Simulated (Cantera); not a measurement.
Cantera with NASA thermochemical tables; ideal gases at 1 bar, condensed phases pure. Values are per mole of reaction as written; species without (g) are pure solids or liquids, kept so even where they would boil at 1 bar.

H2(g) + 2 Cu2O ⇌ Cu(OH)2 + 3 Cu

```
T (K)  ΔH° (kJ)  ΔS° (J/K)  ΔG° (kJ)  log10 K            condensed phases
-----  --------  ---------  --------  -------  --------------------------
648           …          …         …        …  Cu2O(s), Cu(OH)2(s), Cu(s)
848           …          …         …        …  Cu2O(s), Cu(OH)2(s), Cu(s)
1048      -99.9      -92.5      -2.9     0.14  Cu2O(s), Cu(OH)2(s), Cu(s)
1248          …          …         …        …  Cu2O(s), Cu(OH)2(s), Cu(s)
1448          …          …         …        …  Cu2O(s), Cu(OH)2(s), Cu(l)
```

Task: Fill in the missing entries.

Result: 
- 648, ΔH° (kJ): -105.0
- 648, ΔS° (J/K): -98.7
- 648, ΔG° (kJ): -41.1
- 648, log10 K: 3.31
- 848, ΔH° (kJ): -102.5
- 848, ΔS° (J/K): -95.3
- 848, ΔG° (kJ): -21.7
- 848, log10 K: 1.33
- 1248, ΔH° (kJ): -97.7
- 1248, ΔS° (J/K): -90.6
- 1248, ΔG° (kJ): 15.4
- 1248, log10 K: -0.64
- 1448, ΔH° (kJ): -57.1
- 1448, ΔS° (J/K): -60.7
- 1448, ΔG° (kJ): 30.8
- 1448, log10 K: -1.11
